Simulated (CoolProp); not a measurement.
Saturation properties of dodecamethylcyclohexasiloxane (D6) (Tc = 645.8 K, pc = 0.9614 MPa, ω = 0.736).

Model: reference Helmholtz-energy equation of state, Colonna 2008, in CoolProp. It is a short technical equation, of lower accuracy than the large ones.

| T (K) | p (MPa) | enthalpy of vaporisation (kJ/kg) | vapour Z | surface tension (mN/m) |
|---|---|---|---|---|
| 411.9 | 0.004198 | 127.5 | 0.9924 | 10.1 |
| 419.2 | 0.005605 | 125.6 | 0.9904 | 9.61 |
| 426.5 | 0.007385 | 123.8 | 0.9880 | 9.13 |
| 433.7 | 0.009576 | 122.0 | 0.9852 | 8.65 |
| 441 | 0.01232 | 120.1 | 0.9818 | 8.18 |
| 448.2 | 0.01562 | 118.3 | 0.9780 | 7.73 |
| 455.5 | 0.01967 | 116.4 | 0.9736 | 7.28 |
| 462.7 | 0.02447 | 114.5 | 0.9685 | 6.84 |
| 470 | 0.03025 | 112.6 | 0.9628 | 6.42 |
| 477.2 | 0.03699 | 110.7 | 0.9563 | 6.00 |
| 484.5 | 0.04499 | 108.7 | 0.9490 | 5.59 |
| 491.8 | 0.05431 | 106.7 | 0.9409 | 5.19 |

It boils at 518.1 K under 1 atm.

Surface tension comes from a separate correlation (Mulero 2014).
